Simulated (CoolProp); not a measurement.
Vapour-liquid equilibrium of n-heptane (1) + toluene (2) at 6.47 bar; x and y are mole fractions of (1).

Model: multi-fluid Helmholtz-energy mixture model, Span 2003 and Lemmon 2006; pair parameters Bell 2016, in CoolProp.

```csv
x,bubble temperature (K),y at the bubble point,dew temperature at overall composition x (K),liquid density (mol/L)
0.05,463.3,0.074,463.8,___
0.15,460.5,0.202,461.6,7.053
0.25,458.2,0.314,459.5,6.800
0.35,456.4,0.414,457.5,___
0.45,454.9,___,455.8,6.330
0.55,___,0.597,454.2,6.114
0.65,452.6,0.685,453.0,___
0.75,451.7,0.773,451.9,5.716
0.85,451.0,0.863,451.1,5.532
0.95,450.4,0.954,450.4,5.358
```

Task: Complete the blanks.

Result: 
- 0.05, liquid density (mol/L): 7.319
- 0.35, liquid density (mol/L): 6.559
- 0.45, y at the bubble point: 0.507
- 0.55, bubble temperature (K): 453.6
- 0.65, liquid density (mol/L): 5.910

No azeotrope shows between x = 0.05 and 0.95.

Pair parameters are fitted to limited data, so mixtures are less certain than the pure fluids.
